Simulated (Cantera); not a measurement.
An adiabatic, constant-volume homogeneous reactor starts with CH₄ : H₂ : O₂ : N₂ : H₂O = 1 : 1.4 : 2.45 : 9.23 : 0.36 (molar parts), at 1225 K and 1.68 atm.

Computed with Cantera and GRI-Mech 3.0 (53 species, 325 reactions).

Question: Predict: time of steepest temperature rise; temperature at 1.00 s; equilibrium temperature; x(H₂) at 1.00 s; x(O₂) at 1.00 s.

Answer: 
```
Item                                                                 Value
---------------------------------  ---------------------------------------
time of steepest temperature rise                                 0.325 ms
temperature at 1.00 s                                               2894 K
equilibrium temperature                                             2894 K
x(H₂) at 1.00 s                      0.0335 (gas-phase equilibrium 0.0335)
x(O₂) at 1.00 s                    0.00958 (gas-phase equilibrium 0.00958)
```
